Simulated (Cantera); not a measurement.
A perfectly stirred reactor is fed with 62.1 % NO, 37.9 % N₂, at 1.00 bar; it is held at 1923 K, and followed from long to short residence time.

Model: GRI-Mech 3.0 (53 species, 325 reactions), integrated in Cantera.

x: mole fraction; the columns are a selection and need not sum to one.

```json
[
 {"τ (s)": "0.81", "x NO": "0.388", "x N₂O": "(withheld)", "x N₂": "0.495", "x NO₂": "0.000576", "x O₂": "0.116"},
 {"τ (s)": "0.24", "x NO": "0.517", "x N₂O": "(withheld)", "x N₂": "0.431", "x NO₂": "0.000531", "x O₂": "0.0516"},
 {"τ (s)": "0.069", "x NO": "0.586", "x N₂O": "0.000152", "x N₂": "0.396", "x NO₂": "0.000394", "x O₂": "0.0173"},
 {"τ (s)": "0.020", "x NO": "0.610", "x N₂O": "0.000162", "x N₂": "0.384", "x NO₂": "0.000297", "x O₂": "0.00509"},
 {"τ (s)": "0.0059", "x NO": "0.618", "x N₂O": "0.000155", "x N₂": "0.380", "x NO₂": "0.000245", "x O₂": "0.00137"},
 {"τ (s)": "0.0017", "x NO": "0.620", "x N₂O": "(withheld)", "x N₂": "0.379", "x NO₂": "0.000192", "x O₂": "0.000282"},
 {"τ (s)": "0.00050", "x NO": "0.621", "x N₂O": "(withheld)", "x N₂": "0.379", "x NO₂": "0.000106", "x O₂": "3.18e-5"}
]
```

Question: Some entries are withheld; supply them.

Answer: 
- 0.81, x N₂O: 6.46e-5
- 0.24, x N₂O: 0.000117
- 0.0017, x N₂O: 0.000124
- 0.00050, x N₂O: 7.33e-5
